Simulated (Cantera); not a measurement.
A Cantera script and what it prints.

```python
import numpy as np
import cantera as ct

gas_names = """
    Br Br2 H HBr H2 Si SiBr SiBr2 SiBr3 SiBr4 SiH SiHBr3 SiH2 SiH2Br2 SiH3 SiH3Br SiH4 Si2 Si3
""".split()
cond_names = """
    Br2(cr) Br2(L) Si(cr) Si(L)
""".split()


# ... load() reads the species with a 1 bar reference pressure and builds the phases ...
atoms = {
    'Si': {'Si': 1},
    'HBr': {'H': 1, 'Br': 1},
}
top_T = {}  # K; cautious upper limits of use, not melting points


# ... equilibrate(T, P, feed) seeds the gas with the atoms and calls Mixture.equilibrate('TP', solver="vcs", rtol=1e-11, max_steps=5000) ...
results = []
P = 110  # Pa
for T in [775, 850, 925, 1000, 1075, 1150, 1225, 1300, 1375, 1450]:
    for m in [3.3, 4, 4.9, 6, 7.3, 9, 11, 13, 16]:
        feed = {'Si': 1, 'HBr': m}  # mol
        mix = equilibrate(T, P, feed)
        results.append((T, P, feed, dict(zip(mix.species_names, mix.species_moles))))

for T, P, feed, n in results:
    print(f"{T:7g} {feed['HBr']:10.4g}  " + (" + ".join(c for c in cond_names if n.get(c, 0) > 1e-12) or "gas only"))
```

Result:

```
    775        3.3  Si(cr)
    775          4  Si(cr)
    775        4.9  gas only
    775          6  gas only
    775        7.3  gas only
    775          9  gas only
    775         11  gas only
    775         13  gas only
    775         16  gas only
    850        3.3  Si(cr)
    850          4  Si(cr)
    850        4.9  gas only
    850          6  gas only
    850        7.3  gas only
    850          9  gas only
    850         11  gas only
    850         13  gas only
    850         16  gas only
    925        3.3  Si(cr)
    925          4  Si(cr)
    925        4.9  gas only
    925          6  gas only
    925        7.3  gas only
    925          9  gas only
    925         11  gas only
    925         13  gas only
    925         16  gas only
   1000        3.3  Si(cr)
   1000          4  Si(cr)
   1000        4.9  gas only
   1000          6  gas only
   1000        7.3  gas only
   1000          9  gas only
   1000         11  gas only
   1000         13  gas only
   1000         16  gas only
   1075        3.3  Si(cr)
   1075          4  gas only
   1075        4.9  gas only
   1075          6  gas only
   1075        7.3  gas only
   1075          9  gas only
   1075         11  gas only
   1075         13  gas only
   1075         16  gas only
   1150        3.3  Si(cr)
   1150          4  gas only
   1150        4.9  gas only
   1150          6  gas only
   1150        7.3  gas only
   1150          9  gas only
   1150         11  gas only
   1150         13  gas only
   1150         16  gas only
   1225        3.3  gas only
   1225          4  gas only
   1225        4.9  gas only
   1225          6  gas only
   1225        7.3  gas only
   1225          9  gas only
   1225         11  gas only
   1225         13  gas only
   1225         16  gas only
   1300        3.3  gas only
   1300          4  gas only
   1300        4.9  gas only
   1300          6  gas only
   1300        7.3  gas only
   1300          9  gas only
   1300         11  gas only
   1300         13  gas only
   1300         16  gas only
   1375        3.3  gas only
   1375          4  gas only
   1375        4.9  gas only
   1375          6  gas only
   1375        7.3  gas only
   1375          9  gas only
   1375         11  gas only
   1375         13  gas only
   1375         16  gas only
   1450        3.3  gas only
   1450          4  gas only
   1450        4.9  gas only
   1450          6  gas only
   1450        7.3  gas only
   1450          9  gas only
   1450         11  gas only
   1450         13  gas only
   1450         16  gas only
```

Cantera equilibrium calculation (NASA polynomials, part measured and part estimated; ideal gas, pure solids and liquids). The tables' values for SiBr3 are old estimates.
